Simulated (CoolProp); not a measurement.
Vapour-liquid equilibrium of R134a (1) + n-butane (2) at 0.573 MPa; x and y are mole fractions of (1).

Values from CoolProp's multi-fluid Helmholtz-energy mixture model, Tillner-Roth 1994 and Bücker 2006; pair parameters Bell 2016.

**Question.** Give the bubble temperature and the first vapour's composition at x = 0.05, 0.5, 0.8. Is there an azeotrope?

**Answer.** x = 0.05: 42.5 °C, y = 0.294; x = 0.5: 19.0 °C, y = 0.709; x = 0.8: 17.6 °C, y = 0.797. y crosses x between x = 0.65 and 0.8: the model has an azeotrope there.

The pair parameters rest on a limited set of measurements; away from them the model extrapolates. With so large a gap from Raoult's law the liquid may split in two, which this calculation doesn't test in full.
